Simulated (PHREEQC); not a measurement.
Consider water at 16 °C with 0.002 mol/kgw SrBr2. Closed to the air; pH follows from the charge balance.

Equilibrium calculation in PHREEQC: ion-association model, phreeqc.dat.

```json
[
 {"quantity": "pH", "before": "7.15", "after": "11.23"},
 {"quantity": "ionic strength (mol/kgw)", "before": "0.00600", "after": "0.00789"},
 {"quantity": "SrOH+ (mol/kgw)", "before": "1.14e-9", "after": "1.33e-5"}
]
```

**Question.** Which change was made?
A. SrBr2 from 0.002 to 0.0004 mol/kgw
B. 0.00095 mol/kgw Na2S added
C. diluted 5-fold with water
D. SrBr2 from 0.002 to 0.02 mol/kgw
E. temperature from 16 to 80 °C

**Answer.** B, 0.00095 mol/kgw Na2S added

This is a speciation only: nothing precipitates in the calculation.
